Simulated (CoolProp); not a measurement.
Vapour-liquid equilibrium of n-heptane (1) + p-xylene (2) at 375.4 K; x and y are mole fractions of (1).

Model: multi-fluid Helmholtz-energy mixture model, Span 2003 and Zhou 2012; pair parameters Bell 2016, in CoolProp.

Q: Give the bubble pressure and the first vapour's composition at x = 0.05, 0.2, 0.65. Is there an azeotrope?

A: x = 0.05: 0.04002 MPa, y = 0.175; x = 0.2: 0.05448 MPa, y = 0.479; x = 0.65: 0.08896 MPa, y = 0.842. No azeotrope shows between x = 0.05 and 0.95.

The pair parameters rest on a limited set of measurements; away from them the model extrapolates.
